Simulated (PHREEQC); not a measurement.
Dissolve 0.025 mol/kgw NH3 and 4.3e-06 mol/kgw CO2 at 30 °C. Closed to the air; pH follows from the charge balance.

Model: ion-association model, phreeqc.dat, run in PHREEQC.

```json
{
  "pH": "10.65",
  "ionic_strength": "0.000692 mol/kgw",
  "specific_conductance": "204 µS/cm",
  "total_alkalinity": "25.0 meq/kg"
}
```

| species | molality | activity | log γ |
|---|---|---|---|
| NH3 | 0.0243 | 0.0243 | 0.000 |
| NH4+ | 0.000689 | 0.000669 | -0.013 |
| OH- | 0.000682 | 0.000662 | -0.013 |
| CO3-2 | 3.09e-6 | 2.74e-6 | -0.052 |
| HCO3- | 1.21e-6 | 1.18e-6 | -0.013 |

Precipitation was switched off in this run.
